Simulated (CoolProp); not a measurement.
Vapour-liquid equilibrium of acetone (1) + toluene (2) at 0.151 bar; x and y are mole fractions of (1).

The numbers come from the multi-fluid Helmholtz-energy mixture model, Lemmon 2006 and Lemmon 2006; pair parameters Bell 2016 in CoolProp.

```json
[
 {"x": "0.05", "bubble temperature (°C)": "44.5", "y at the bubble point": "0.388", "dew temperature at overall composition x (°C)": "53.8", "liquid density (mol/L)": "9.298"},
 {"x": "0.15", "bubble temperature (°C)": "32.8", "y at the bubble point": "0.674", "dew temperature at overall composition x (°C)": "?", "liquid density (mol/L)": "9.720"},
 {"x": "0.25", "bubble temperature (°C)": "26.6", "y at the bubble point": "0.782", "dew temperature at overall composition x (°C)": "48.6", "liquid density (mol/L)": "10.11"},
 {"x": "0.35", "bubble temperature (°C)": "?", "y at the bubble point": "0.838", "dew temperature at overall composition x (°C)": "45.7", "liquid density (mol/L)": "10.51"},
 {"x": "0.45", "bubble temperature (°C)": "19.7", "y at the bubble point": "0.875", "dew temperature at overall composition x (°C)": "42.3", "liquid density (mol/L)": "10.92"},
 {"x": "0.55", "bubble temperature (°C)": "17.5", "y at the bubble point": "?", "dew temperature at overall composition x (°C)": "38.5", "liquid density (mol/L)": "11.36"},
 {"x": "0.65", "bubble temperature (°C)": "15.5", "y at the bubble point": "0.926", "dew temperature at overall composition x (°C)": "34.0", "liquid density (mol/L)": "11.83"},
 {"x": "0.75", "bubble temperature (°C)": "?", "y at the bubble point": "0.948", "dew temperature at overall composition x (°C)": "28.6", "liquid density (mol/L)": "12.34"},
 {"x": "0.85", "bubble temperature (°C)": "12.0", "y at the bubble point": "0.969", "dew temperature at overall composition x (°C)": "21.7", "liquid density (mol/L)": "12.89"},
 {"x": "0.95", "bubble temperature (°C)": "10.3", "y at the bubble point": "0.989", "dew temperature at overall composition x (°C)": "13.5", "liquid density (mol/L)": "13.48"}
]
```

### Question
Some entries are withheld; supply them.

### Answer

- 0.15, dew temperature at overall composition x (°C): 51.3
- 0.35, bubble temperature (°C): 22.6
- 0.55, y at the bubble point: 0.903
- 0.75, bubble temperature (°C): 13.7

No azeotrope shows between x = 0.05 and 0.95.

Pair parameters are fitted to limited data, so mixtures are less certain than the pure fluids.
